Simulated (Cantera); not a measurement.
Feed: 1 mol CH3F, 0.31 mol H2, held at 1125 K and 1.00 Torr.

Cantera equilibrium calculation (NASA polynomials, part measured and part estimated; ideal gas, pure solids and liquids). Candidate condensed phases: C, C6H6, C7H8, C8H18; 95 gas species. Kinetics and transport are ignored.

Base state: H2 0.567, HF 0.433, CH4 1.24e-5 (mole fractions); condensed: C(graphite).

Problem. What changes in the equilibrium state with this change: temperature from 1125 K to 2500 K?

Solution. 
```tsv
species	before	after
H	9.16e-7	0.364
HF	0.433	0.353
H2	0.567	0.279
F	<1e-9	0.000961
C3	<1e-9	0.000373
C(graphite), mol	1.000	0.977
```
